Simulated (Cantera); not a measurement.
Input (Python, Cantera) and output of one run.

```python
import numpy as np
import cantera as ct

gas_names = """
    H H2 N NH NH2 NH3 N2 N2H2 N2H4 Si SiH SiH2 SiH3 SiH4 SiN Si2 Si2N Si3
""".split()
cond_names = """
    Si(cr) Si(L) Si3N4(a)
""".split()


# ... load() reads the species with a 1 bar reference pressure and builds the phases ...
atoms = {
    'SiH4': {'Si': 1, 'H': 4},
    'NH3': {'N': 1, 'H': 3},
    'N2': {'N': 2},
}
top_T = {'Si3N4(a)': 2400}  # K; cautious upper limits of use, not melting points


# ... equilibrate(T, P, feed) seeds the gas with the atoms and calls Mixture.equilibrate('TP', solver="vcs", rtol=1e-11, max_steps=5000) ...
results = []
feed = {'SiH4': 1, 'NH3': 21, 'N2': 11}  # mol
T = 848  # K
P = 1000  # Pa
mix = equilibrate(T, P, feed)
results.append((T, P, feed, dict(zip(mix.species_names, mix.species_moles))))
x = sorted(zip(gas.X, gas.species_names), reverse=True)
print(f"T = {T:g} K  P = {P:g} Pa  gas = {mix.phase_moles(0):.4g} mol")
print("   x: " + "  ".join(f"{s} {v:.3e}" for v, s in x if v > 1e-05))
print("   condensed (mol): " + ("  ".join(f"{mix.phase(i).name} {mix.phase_moles(i):.4g}"
      for i in range(1, mix.n_phases) if mix.phase_moles(i) > 1e-12) or "none"))
```

Output:

```
T = 848 K  P = 1000 Pa  gas = 54.33 mol
   x: H2 6.166e-01  N2 3.834e-01
   condensed (mol): Si3N4(a) 0.3333
```

Equilibrium computed with Cantera from the NASA thermochemical tables; the gas is ideal and each condensed phase is pure.
